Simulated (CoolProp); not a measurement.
Saturated liquid density (kg/m³) of n-decane: the reference equation beside estimates from Tc = 344.5 °C, pc = 2.101 MPa, ω = 0.488. Rackett uses Z = 0.29056 − 0.08775 ω.

Computed with CoolProp (reference Helmholtz-energy equation of state, Lemmon 2006). It is a short technical equation, of lower accuracy than the large ones.

```json
[
 {"T (°C)": "219.95", "reference": "558.7", "Rackett": "568.5", "van der Waals": "300.7", "Soave-Redlich-Kwong": "464.5", "Peng-Robinson": "526.7"},
 {"T (°C)": "229.45", "reference": "548.4", "Rackett": "557.3", "van der Waals": "295.0", "Soave-Redlich-Kwong": "454.0", "Peng-Robinson": "515.1"},
 {"T (°C)": "238.95", "reference": "537.6", "Rackett": "545.7", "van der Waals": "289.1", "Soave-Redlich-Kwong": "442.9", "Peng-Robinson": "502.6"},
 {"T (°C)": "248.35", "reference": "526.3", "Rackett": "533.8", "van der Waals": "282.9", "Soave-Redlich-Kwong": "431.3", "Peng-Robinson": "489.4"},
 {"T (°C)": "257.85", "reference": "514.3", "Rackett": "521.1", "van der Waals": "276.4", "Soave-Redlich-Kwong": "418.7", "Peng-Robinson": "475.1"},
 {"T (°C)": "267.35", "reference": "501.6", "Rackett": "507.8", "van der Waals": "269.5", "Soave-Redlich-Kwong": "405.1", "Peng-Robinson": "459.6"},
 {"T (°C)": "276.85", "reference": "487.8", "Rackett": "493.6", "van der Waals": "262.1", "Soave-Redlich-Kwong": "390.5", "Peng-Robinson": "442.9"},
 {"T (°C)": "286.35", "reference": "472.9", "Rackett": "478.3", "van der Waals": "254.2", "Soave-Redlich-Kwong": "374.7", "Peng-Robinson": "424.5"},
 {"T (°C)": "295.75", "reference": "456.5", "Rackett": "461.9", "van der Waals": "245.7", "Soave-Redlich-Kwong": "357.4", "Peng-Robinson": "404.5"},
 {"T (°C)": "305.25", "reference": "437.9", "Rackett": "443.6", "van der Waals": "236.3", "Soave-Redlich-Kwong": "338.1", "Peng-Robinson": "381.9"},
 {"T (°C)": "314.75", "reference": "416.1", "Rackett": "422.7", "van der Waals": "225.6", "Soave-Redlich-Kwong": "316.1", "Peng-Robinson": "356.1"},
 {"T (°C)": "324.25", "reference": "389.6", "Rackett": "397.7", "van der Waals": "213.1", "Soave-Redlich-Kwong": "290.3", "Peng-Robinson": "325.7"}
]
```

Absolute difference from the reference over all 12 rows, mean and median: Rackett 1.4 and 1.4 %, van der Waals 46.1 and 46.2 %, Soave-Redlich-Kwong 20.2 and 19.6 %, Peng-Robinson 9.6 and 8.8 %.
